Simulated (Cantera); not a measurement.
Input: 1 mol Si3N4, 0.012 mol C, a varied amount of H2, equilibrated at 2000 °C and 0.100 bar.

Cantera equilibrium calculation (NASA polynomials, part measured and part estimated; ideal gas, pure solids and liquids). Candidate condensed phases: C, C6H6, C7H8, C8H18, Si, SiC, Si3N4; 105 gas species. Mutual solubility and eutectic melting of coexisting phases are not modelled. The tables' values for SiN are old estimates; treat these amounts as uncertain. Gases not in the tables: Si2H6 and higher silanes. Kinetics and transport are ignored.

log p: log10 of the partial pressure in bar; n: condensed amount in mol.

```tsv
n(H2) (mol)	log p N2	log p H2	log p H	log p Si	log p HCN	n Si(l)	n SiC(s)
0.024	-1.01	-3.00	-3.57	-3.14	-4.30	2.97	0.00969
0.038	-1.01	-2.79	-3.47	-3.14	-4.20	2.97	0.00937
0.06	-1.02	-2.58	-3.37	-3.14	-4.10	2.97	0.00896
0.095	-1.03	-2.38	-3.27	-3.14	-4.00	2.97	0.00845
0.15	-1.04	-2.19	-3.17	-3.14	-3.91	2.97	0.00779
0.23	-1.05	[?]	[?]	-3.14	[?]	2.97	[?]
0.37	-1.08	-1.83	-2.99	-3.14	-3.75	2.97	0.00592
0.58	-1.12	-1.67	-2.91	-3.14	-3.69	2.97	0.00459
0.92	-1.17	-1.52	-2.84	-3.14	-3.64	2.97	0.00281
1.4	-1.24	-1.40	-2.78	-3.14	-3.62	2.96	0.000734
2.3	[?]	[?]	-2.72	-3.14	[?]	2.96	0
3.6	-1.46	-1.21	-2.68	-3.14	-3.81	2.94	0
```

Task: Fill in the missing entries.

Result: 
- 2.3, log p N2: -1.34
- 2.3, log p H2: -1.29
- 2.3, log p HCN: -3.69
- 0.23, log p H2: -2.01
- 0.23, log p H: -3.08
- 0.23, log p HCN: -3.83
- 0.23, n SiC(s): 0.00702
